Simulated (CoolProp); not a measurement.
Benzene at several states: fugacity coefficient from the reference equation and from simpler models built on Tc = 562.0 K, pc = 4.906 MPa, ω = 0.211; each cubic takes its own stable root.

Values from CoolProp's reference Helmholtz-energy equation of state, Thol 2012.

```csv
T (K),p (MPa),phase,reference
577.7,0.235,gas,0.9851
481.4,0.66,gas,0.9239
361.8,12.6,liquid,0.01489
387.8,0.587,liquid,0.4248
324.1,0.809,liquid,0.04687
293.1,1.44,liquid,0.007276
```

### Question
How far does each simpler model (van der Waals, Redlich-Kwong, Soave-Redlich-Kwong, Peng-Robinson) lie from the reference over these 6 states: mean and median of the absolute difference, and the worst?

### Answer
- van der Waals: mean 498.4 %, median 286.3 %, worst +1667.5 % at 293.1 K and 1.44 MPa
- Redlich-Kwong: mean 45.3 %, median 51.0 %, worst +95.6 % at 293.1 K and 1.44 MPa
- Soave-Redlich-Kwong: mean 1.3 %, median 0.7 %, worst +3.8 % at 361.8 K and 12.6 MPa
- Peng-Robinson: mean 2.1 %, median 0.5 %, worst +7.9 % at 293.1 K and 1.44 MPa

At some of these states van der Waals gives the other phase, because its saturation line lies elsewhere.
